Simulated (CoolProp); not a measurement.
A simple Rankine cycle with cyclopropane: condensing at 314.15 K, boiler at 3.21 MPa, turbine inlet 405.9 K, turbine efficiency 0.85, pump efficiency 0.8, no recuperator. Each further row changes one setting.

The numbers come from the reference Helmholtz-energy equation of state, Polt 1992 in CoolProp. This equation is an older, rougher fit; its heat capacities, sound speeds and derivatives of the liquid may be far off and weren't checked against measurements.

```csv
case,thermal efficiency (%),net work (kJ/kg),heat in (kJ/kg),turbine exit temperature (K),volume ratio over the turbine
as stated,10.5,…,502,354.3,2.93
turbine inlet 425.9 K,10.6,…,…,…,2.90
condensing temperature 306.15 K,12.1,62.9,…,345.7,3.54
boiler pressure 2.25 MPa,…,39.3,…,373.6,2.02
turbine efficiency 0.75,9.2,46.2,502,358.0,…
```

Complete the blanks.


- as stated, net work (kJ/kg): 53.0
- turbine inlet 425.9 K, net work (kJ/kg): 58.3
- turbine inlet 425.9 K, heat in (kJ/kg): 549
- turbine inlet 425.9 K, turbine exit temperature (K): 376.8
- condensing temperature 306.15 K, heat in (kJ/kg): 521
- boiler pressure 2.25 MPa, thermal efficiency (%): 7.5
- boiler pressure 2.25 MPa, heat in (kJ/kg): 524
- turbine efficiency 0.75, volume ratio over the turbine: 2.97
